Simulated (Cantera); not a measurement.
Feed: 1 mol NiS, 0.65 mol H₂, 1.5 mol N₂, at 1650 K.

Method: chemical equilibrium by Gibbs-energy minimisation in Cantera with the NASA 1993 tables (ideal gas, pure condensed phases). Candidate condensed phases: Ni, NiS, NiS₂, Ni₃S₂, Ni₃S₄, S; 17 gas species. Metal and sulfide melt together well below either melting point, which pure phases cannot show. Mutual solubility and eutectic melting of coexisting phases are not modelled. Rates play no part.

x: gas mole fraction; n: condensed amount in mol.

```json
[
 {"P (Pa)": "10", "x N₂": "0.556", "x H₂": "0.234", "x S₂": "0.176", "x H₂S": "0.00184", "x Ni": "0.0110", "x S": "0.00831", "x SH": "0.00564", "n Ni(s)": "0.961", "n Ni₃S₂(l)": "0"},
 {"P (Pa)": "36", "x N₂": "0.574", "x H₂": "0.241", "x S₂": "0.165", "x H₂S": "0.00348", "x Ni": "0.00305", "x S": "0.00424", "x SH": "0.00554", "n Ni(s)": "0.838", "n Ni₃S₂(l)": "0.0498"},
 {"P (Pa)": "130", "x N₂": "0.647", "x H₂": "0.273", "x S₂": "0.0671", "x H₂S": "0.00479", "x Ni": "0.000742", "x S": "0.00142", "x SH": "0.00377", "n Ni(s)": "0", "n Ni₃S₂(l)": "0.332"},
 {"P (Pa)": "460", "x N₂": "0.650", "x H₂": "0.271", "x S₂": "0.0656", "x H₂S": "0.00881", "x Ni": "0.000139", "x S": "0.000748", "x SH": "0.00370", "n Ni(s)": "0", "n Ni₃S₂(l)": "0.333"},
 {"P (Pa)": "1700", "x N₂": "0.652", "x H₂": "0.265", "x S₂": "0.0624", "x H₂S": "0.0162", "x Ni": "2.47e-5", "x S": "0.000380", "x SH": "0.00358", "n Ni(s)": "0", "n Ni₃S₂(l)": "0.333"},
 {"P (Pa)": "6000", "x N₂": "0.656", "x H₂": "0.255", "x S₂": "0.0572", "x H₂S": "0.0280", "x Ni": "4.73e-6", "x S": "0.000193", "x SH": "0.00336", "n Ni(s)": "0", "n Ni₃S₂(l)": "0.333"},
 {"P (Pa)": "22000", "x N₂": "0.662", "x H₂": "0.239", "x S₂": "0.0488", "x H₂S": "0.0465", "x Ni": "8.81e-7", "x S": "9.34e-5", "x SH": "___", "n Ni(s)": "0", "n Ni₃S₂(l)": "0.333"},
 {"P (Pa)": "77000", "x N₂": "0.670", "x H₂": "0.219", "x S₂": "0.0380", "x H₂S": "0.0703", "x Ni": "1.80e-7", "x S": "4.41e-5", "x SH": "___", "n Ni(s)": "0", "n Ni₃S₂(l)": "0.333"},
 {"P (Pa)": "280000", "x N₂": "0.679", "x H₂": "0.195", "x S₂": "0.0255", "x H₂S": "0.0979", "x Ni": "3.68e-8", "x S": "1.89e-5", "x SH": "___", "n Ni(s)": "0", "n Ni₃S₂(l)": "0.333"},
 {"P (Pa)": "1000000", "x N₂": "0.687", "x H₂": "0.174", "x S₂": "0.0142", "x H₂S": "0.123", "x Ni": "8.20e-9", "x S": "7.46e-6", "x SH": "___", "n Ni(s)": "0", "n Ni₃S₂(l)": "0.333"}
]
```

Task: Some entries are withheld; supply them.

Result: 
- 22000, x SH: 0.00301
- 77000, x SH: 0.00254
- 280000, x SH: 0.00196
- 1000000, x SH: 0.00138
